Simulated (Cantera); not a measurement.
An adiabatic, constant-volume homogeneous reactor starts with 13.4 % CH4, 0.417 % H2, 18.0 % O2, 67.9 % N2, 0.229 % C2H6, at 1450 K and 1.00 bar.

Computed with Cantera and GRI-Mech 3.0 (53 species, 325 reactions).

**Question.** Predict: time of steepest temperature rise; temperature at 0.500 s; equilibrium temperature; x(H2) at 0.500 s; x(O2) at 0.500 s; x(NO) at 0.500 s; x(CH2O) at 0.500 s.

**Answer.** 
```
Quantity                                                            Result
---------------------------------  ---------------------------------------
time of steepest temperature rise                                  1.18 ms
temperature at 0.500 s                                              2886 K
equilibrium temperature                                             2886 K
x(H2) at 0.500 s                     0.0812 (gas-phase equilibrium 0.0812)
x(O2) at 0.500 s                   0.00143 (gas-phase equilibrium 0.00143)
x(NO) at 0.500 s                   0.00300 (gas-phase equilibrium 0.00300)
x(CH2O) at 0.500 s                 7.18e-9 (gas-phase equilibrium 7.18e-9)
```
